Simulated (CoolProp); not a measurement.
Computed with CoolProp (reference Helmholtz-energy equation of state, Zhou 2012).

For o-xylene, give the phase and the Z, cp (kJ/(kg K)), Joule-Thomson coefficient (K/MPa), viscosity (µPa s) at 139.25 °C and 0.267 MPa; 139.25 °C and 1.2 MPa.


- 139.25 °C and 0.267 MPa: liquid; Z 0.0107, cp 2.16, Joule-Thomson coefficient -0.292, viscosity 256
- 139.25 °C and 1.2 MPa: liquid; Z 0.0479, cp 2.15, Joule-Thomson coefficient -0.296, viscosity 259

Viscosity comes from a separate model (Cao 2016).
